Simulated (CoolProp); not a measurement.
R1132(E) along the isobar 5.92 MPa: fugacity coefficient from the reference equation and from simpler models built on Tc = 348.8 K, pc = 5.174 MPa, ω = 0.245; each cubic takes its own stable root.

Model: reference Helmholtz-energy equation of state, Akasaka 2024, in CoolProp.

```csv
T (K),phase,reference
311.1,liquid,0.3318
319.1,liquid,0.3830
327.2,liquid,0.4377
335.3,liquid,0.4943
343.4,liquid,0.5517
351.5,supercritical,0.6078
359.6,supercritical,0.6523
367.7,supercritical,0.6828
375.7,supercritical,0.7079
383.8,supercritical,0.7303
391.9,supercritical,0.7502
400,supercritical,0.7683
```

How far does each simpler model (Redlich-Kwong, Soave-Redlich-Kwong, Peng-Robinson) lie from the reference over these 12 states: mean and median of the absolute difference, and the worst?


- Redlich-Kwong: mean 4.2 %, median 1.5 %, worst +14.4 % at 311.1 K and 5.92 MPa
- Soave-Redlich-Kwong: mean 2.1 %, median 1.6 %, worst +3.8 % at 311.1 K and 5.92 MPa
- Peng-Robinson: mean 1.7 %, median 2.2 %, worst -2.6 % at 375.7 K and 5.92 MPa
